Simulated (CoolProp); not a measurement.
Saturation properties of carbon monoxide (Tc = 132.9 K, pc = 3498 kPa, ω = 0.050).

Model: reference Helmholtz-energy equation of state, Lemmon 2006, in CoolProp. It is a short technical equation, of lower accuracy than the large ones.

```
T (K)  p (kPa)  liquid density (kg/m³)  vapour Z
-----  -------  ----------------------  --------
89.2     221.4                   759.1    0.9282
92.6     301.0                   742.9    0.9108
95.9     396.6                   726.6    0.8918
99.3     516.7                   709.1    0.8698
102.7    661.2                   690.7    0.8451
106      827.4                   671.9    0.8186
109.4     1028                   651.2    0.7882
112.8     1261                   629.0    0.7545
116.1     1521                   605.6    0.7179
119.5     1828                   578.8    0.6755
```

It boils at 81.6 K under 1 atm.
